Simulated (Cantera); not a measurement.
What does this Cantera script print?

```python
import numpy as np
import cantera as ct

gas_names = """
    H HNO HNO2 HNO3 HO2 H2 H2O H2O2 N NH NH2 NH3 NH2OH NO NO2 NO3 N2 N2H2 N2H4 N2O O OH O2 O3 Si SiH
    SiH2 SiH3 SiH4 SiN SiO SiO2 Si2 Si2N Si3
""".split()
cond_names = """
    H2O(s) H2O(L) Si(cr) Si(L) SiO2(Lqz) SiO2(hqz) SiO2(L) Si2N2O(s) Si3N4(a)
""".split()


def load(file, names, dense=False):
    # The tables refer to 1 bar. Condensed volumes are neglected.
    table = {s.name: s for s in ct.Species.list_from_file(file)}
    out = []
    for n in names:
        d = dict(table[n].input_data)
        d["thermo"] = dict(d["thermo"], **{"reference-pressure": 1e5})
        if dense:
            d["equation-of-state"] = {"model": "constant-volume", "density": "1e6 g/cm^3"}
        out.append(ct.Species.from_dict(d))
    return out


gas = ct.Solution(thermo="ideal-gas", species=load("nasa_gas.yaml", gas_names))
cond = {s.name: ct.Solution(thermo="fixed-stoichiometry", species=[s], name=s.name)
        for s in load("nasa_condensed.yaml", cond_names, dense=True)}
atoms = {
    'Si': {'Si': 1},
    'N2O': {'N': 2, 'O': 1},
    'H2': {'H': 2},
    'H2O': {'H': 2, 'O': 1},
}
top_T = {'Si2N2O(s)': 2100, 'Si3N4(a)': 2400}  # K; cautious upper limits of use, not melting points


def equilibrate(T, P, feed):
    n = {}
    for name, mol in feed.items():
        for a, k in atoms[name].items():
            n[a] = n.get(a, 0.0) + k * mol
    gas.TPX = T, P, n
    mass = sum(n.values()) * gas.mean_molecular_weight
    gas.equilibrate("TP")
    valid = [c for c in cond.values() if c.min_temp <= T <= top_T.get(c.name, c.max_temp)]
    mix = ct.Mixture([(gas, mass / gas.mean_molecular_weight)] + [(c, 0.0) for c in valid])
    mix.T, mix.P = T, P
    mix.equilibrate("TP", solver="vcs", rtol=1e-11, max_steps=5000)
    return mix


results = []
feed = {'Si': 1, 'N2O': 0.031, 'H2': 1.1, 'H2O': 0.0013}  # mol
T = 1098.15  # K
P = 36  # Pa
mix = equilibrate(T, P, feed)
results.append((T, P, feed, dict(zip(mix.species_names, mix.species_moles))))
print(gas.report(threshold=0.0001))
for i in range(1, mix.n_phases):
    print(f"{mix.phase(i).name:16s} {mix.phase_moles(i):12.5e} mol")
```

It prints:

```
       temperature   1098.2 K
          pressure   36 Pa
           density   7.9587e-06 kg/m^3
  mean mol. weight   2.0185 kg/kmol
   phase of matter   gas

                          1 kg             1 kmol
                     ---------------   ---------------
          enthalpy        1.1724e+07        2.3664e+07  J
   internal energy        7.2002e+06        1.4534e+07  J
           entropy        1.1643e+05        2.3502e+05  J/K
    Gibbs function       -1.1614e+08       -2.3442e+08  J
 heat capacity c_p             15173             30626  J/K
 heat capacity c_v             11054             22312  J/K

                      mass frac. Y      mole frac. X     chem. pot. / RT
                     ---------------   ---------------   ---------------
                H2           0.99869           0.99994           -25.673
     [  +34 minor]         0.0013126        6.1385e-05

Si(cr)            9.37317e-01 mol
SiO2(hqz)         6.16917e-04 mol
Si2N2O(s)         3.10000e-02 mol
Si3N4(a)          0.00000e+00 mol
```

Equilibrium computed with Cantera from the NASA thermochemical tables; the gas is ideal and each condensed phase is pure. Mutual solubility and eutectic melting of coexisting phases are not modelled.
